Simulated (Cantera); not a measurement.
**Thermodynamics of hydrogen reduction and annealing atmospheres, feed Nb₂O₅ + H₂**

Charge: 1 mol Nb₂O₅, a varied amount of H₂, equilibrated at 100 Torr.

These are equilibrium values from Cantera (NASA tables, ideal gas, pure condensed phases), not measurements of a reactor. Candidate condensed phases: H₂O, Nb, NbO, NbO₂, Nb₂O₅; 12 gas species. Mutual solubility and eutectic melting of coexisting phases are not modelled. Condensed phases not in the tables: the oxides between NbO₂ and Nb₂O₅. Kinetics and transport are ignored.

Stable condensed phases:

```
T in K \ n(H₂) in mol
           5 8.9  16  28  49  86 150 270
   1648    A   B   B   B   B   B   B   B
   1598    A   B   B   B   B   B   B   B
   1548    A   A   B   B   B   B   B   B
   1498    A   A   B   B   B   B   B   B
   1448    A   A   B   B   B   B   B   B
   1398    A   A   A   B   B   B   B   B
   1348    A   A   A   B   B   B   B   B
   1298    A   A   A   B   B   B   B   B
   1248    A   A   A   A   B   B   B   B
   1198    A   A   A   A   B   B   B   B
   1148    A   A   A   A   A   B   B   B
```

A: NbO₂ + Nb₂O₅; B: NbO₂.
